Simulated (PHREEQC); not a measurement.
Make-up at 40 °C: 99 mmol/kgw KOH, 0.61 mmol/kgw H3BO3 and 0.011 mmol/kgw H4SiO4. Closed to the air; pH follows from the charge balance.

The numbers come from PHREEQC with the ion-association model, phreeqc.dat.

Precipitation was switched off in this run.

### Question
What pH does the model give?

### Answer
pH 12.41.

### Question
In which forms is Si present?

### Answer
H3SiO4- 54 %, H2SiO4-2 46 % of the Si.

Constants without temperature data keep their 25 °C values here.
